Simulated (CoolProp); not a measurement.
Vapour-liquid equilibrium of CHF3 (R23) (1) + R22 (2) at 0.0556 MPa; x and y are mole fractions of (1).

The numbers come from the multi-fluid Helmholtz-energy mixture model, Penoncello 2003 and Kamei 1995; pair parameters Bell 2016 in CoolProp.

**Question.** Give the bubble temperature and the first vapour's composition at x = 0.35, 0.45, 0.95. Is there an azeotrope?

**Answer.** x = 0.35: -79.8 °C, y = 0.868; x = 0.45: -82.7 °C, y = 0.906; x = 0.95: -91.1 °C, y = 0.993. No azeotrope shows between x = 0.05 and 0.95.

Pair parameters are fitted to limited data, so mixtures are less certain than the pure fluids.
